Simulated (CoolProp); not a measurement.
Vapour-liquid equilibrium of toluene (1) + n-dodecane (2) at 0.625 MPa; x and y are mole fractions of (1).

Values from CoolProp's multi-fluid Helmholtz-energy mixture model, Lemmon 2006 and Lemmon 2004; pair parameters Bell 2016.

| x | bubble temperature, mixture model (K) | bubble temperature, Raoult's law (K) | y, mixture model | y, Raoult's law |
|---|---|---|---|---|
| 0.05 | 575.6 | 569.1 | 0.132 | 0.249 |
| 0.15 | 558.8 | 545.9 | 0.381 | 0.552 |
| 0.25 | 541.7 | 528.1 | ___ | 0.718 |
| 0.35 | 525.7 | 514.0 | 0.727 | 0.817 |
| 0.45 | 511.5 | 502.4 | 0.824 | 0.880 |
| 0.55 | 499.3 | 492.7 | 0.888 | 0.921 |
| 0.65 | 489.0 | 484.5 | 0.930 | 0.950 |
| 0.75 | 480.3 | 477.4 | 0.959 | 0.970 |
| 0.85 | ___ | 471.2 | 0.980 | 0.985 |
| 0.95 | ___ | 465.6 | 0.994 | 0.996 |

Question: Fill in the missing entries.

Answer: 
- 0.25, y, mixture model: 0.582
- 0.85, bubble temperature, mixture model (K): 472.7
- 0.95, bubble temperature, mixture model (K): 466.1

The largest gap from Raoult's law is +13.6 K in bubble temperature, at x = 0.25. No azeotrope shows between x = 0.05 and 0.95.

Pair parameters are fitted to limited data, so mixtures are less certain than the pure fluids.
